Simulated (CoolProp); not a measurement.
Properties of CH3F (R41) along the isotherm 151.85 °C (Tc = 44.1 °C, pc = 5906 kPa, ω = 0.200).

Computed with CoolProp (reference Helmholtz-energy equation of state, Lemmon 2006). It is a short technical equation, of lower accuracy than the large ones.

| p (kPa) | phase | density (kg/m³) | cp (kJ/(kg K)) | isothermal compressibility (1/MPa) |
|---|---|---|---|---|
| 187 | gas | 1.809 | 1.359 | 5.373 |
| 332 | gas | 3.224 | 1.365 | 3.037 |
| 591 | gas | 5.777 | 1.377 | 1.717 |
| 1050 | gas | 10.38 | 1.398 | 0.9779 |
| 1870 | gas | 18.89 | 1.438 | 0.5607 |
| 3320 | gas | 34.83 | 1.517 | 0.3277 |
| 5910 | supercritical | 66.50 | 1.682 | 0.1965 |
| 10500 | supercritical | 133.8 | 2.052 | 0.1214 |
| 18700 | supercritical | 277.6 | 2.599 | 0.06128 |
| 33200 | supercritical | 450.6 | 2.389 | 0.01734 |
| 59100 | supercritical | 580.0 | 2.120 | 0.005796 |
